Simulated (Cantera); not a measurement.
A Cantera script and what it prints.

```python
import numpy as np
import cantera as ct

gas_names = [...]  # 151 gases of nasa_gas.yaml made of C, H, N, O, Si
cond_names = """
    C(gr) C6H6(L) C7H8(L) C8H18(L),n-octa H2O(s) H2O(L) Si(cr) Si(L) SiC(b) SiO2(Lqz) SiO2(hqz) SiO2(L)
    Si2N2O(s) Si3N4(a)
""".split()


# ... load() reads the species with a 1 bar reference pressure and builds the phases ...
atoms = {
    'HMDSO': {'Si': 2, 'C': 6, 'H': 18, 'O': 1},
    'N2O': {'N': 2, 'O': 1},
}
top_T = {'C(gr)': 4500, 'SiC(b)': 3050, 'Si2N2O(s)': 2100, 'Si3N4(a)': 2400}  # K; cautious upper limits of use, not melting points


# ... equilibrate(T, P, feed) seeds the gas with the atoms and calls Mixture.equilibrate('TP', solver="vcs", rtol=1e-11, max_steps=5000) ...
results = []
feed = {'HMDSO': 1, 'N2O': 5.6}  # mol
P = 100000  # Pa
for T in [525, 725, 925, 1125, 1325, 1525, 1725]:
    mix = equilibrate(T, P, feed)
    results.append((T, P, feed, dict(zip(mix.species_names, mix.species_moles))))

top = {s: max(r[3][s] / sum(r[3][g] for g in gas_names) for r in results) for s in gas_names}
cols = sorted((s for s in top if top[s] > 0.0001), key=lambda s: -top[s])[:9]
seen = [c for c in cond_names if any(r[3].get(c, 0) > 1e-12 for r in results)]
print("log10 of partial pressures in bar; condensed amounts in mol")
print(f"{'T/K':>10s}" + "".join(f"{s[:9]:>10s}" for s in cols + seen))
for T, P, feed, n in results:
    ng = sum(n[g] for g in gas_names)
    print(f"{T:10.4g}" + "".join(f"{np.log10(max(n[s] / ng * P / 1e5, 1e-99)):10.3f}" for s in cols)
          + "".join(f"{n.get(c, 0):10.4g}" for c in seen))
```

Result:

```
log10 of partial pressures in bar; condensed amounts in mol
       T/K        H2        N2        CO       CH4       H2O       CO2       HCN       NH3       SiO     C(gr) SiO2(Lqz) SiO2(hqz) Si2N2O(s)
       525    -1.772    -0.312    -4.906    -0.549    -0.698    -1.892   -12.661    -3.562   -45.828     2.604         2         0         0
       725    -0.721    -0.353    -2.381    -0.732    -0.819    -1.602    -8.470    -3.423   -29.215     3.293         2         0         0
       925    -0.354    -0.440    -1.102    -1.352    -1.284    -1.726    -6.246    -3.754   -19.707     3.806         0         2         0
      1125    -0.292    -0.482    -0.836    -2.124    -2.320    -2.905    -4.900    -4.235   -13.071     3.375         0         2         0
      1325    -0.284    -0.486    -0.822    -2.741    -3.248    -4.056    -3.969    -4.618    -8.299     3.378         0         2         0
      1525    -0.330    -0.621    -0.535    -3.302    -3.707    -4.343    -3.376    -5.046    -5.200    0.3866         0         0    0.9999
      1725    -0.330    -0.622    -0.535    -3.661    -4.242    -4.994    -2.854    -5.270    -3.562    0.3703         0         0    0.9974
```

Method: chemical equilibrium by Gibbs-energy minimisation in Cantera with the NASA 1993 tables (ideal gas, pure condensed phases). The feed counts by its element totals alone. The tables hold silica as quartz up to 1696 K and as liquid above; real silica turns to tridymite and cristobalite and melts near 1996 K.
